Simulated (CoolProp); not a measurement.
Saturation properties of hexamethyldisiloxane (MM) (Tc = 518.7 K, pc = 19.31 bar, ω = 0.418).

Values from CoolProp's reference Helmholtz-energy equation of state, Thol 2016.

| T (K) | p (bar) | vapour density (kg/m³) | liquid cp (kJ/(kg K)) | surface tension (mN/m) |
|---|---|---|---|---|
| 325.4 | 0.1926 | 1.179 | 1.973 | 13.0 |
| 328.9 | 0.2217 | 1.346 | 1.983 | 12.7 |
| 332.4 | 0.2543 | 1.531 | 1.993 | 12.4 |
| 335.9 | 0.2907 | 1.736 | 2.003 | 12.1 |
| 339.4 | 0.3311 | 1.962 | 2.013 | 11.9 |
| 342.8 | 0.3746 | 2.203 | 2.023 | 11.6 |
| 346.3 | 0.4240 | 2.476 | 2.033 | ? |
| 349.8 | 0.4784 | 2.775 | ? | 11.0 |
| 353.3 | 0.5383 | 3.101 | 2.054 | 10.7 |
| 356.8 | 0.6039 | 3.458 | 2.064 | 10.4 |
| 360.3 | ? | 3.846 | 2.075 | 10.1 |
| 363.8 | 0.7540 | 4.267 | 2.085 | 9.84 |
| 367.3 | 0.8393 | 4.725 | 2.096 | 9.56 |
| 370.8 | 0.9319 | 5.220 | 2.107 | 9.28 |
| 374.2 | 1.029 | ? | 2.117 | 9.01 |

Q: Fill in the missing entries.

A: 
- 346.3, surface tension (mN/m): 11.3
- 349.8, liquid cp (kJ/(kg K)): 2.043
- 360.3, p (bar): 0.6757
- 374.2, vapour density (kg/m³): 5.740

It boils at 373.7 K under 1 atm.

Surface tension comes from a separate correlation (Mulero 2014), older than this fluid's equation and unchecked against measurements.
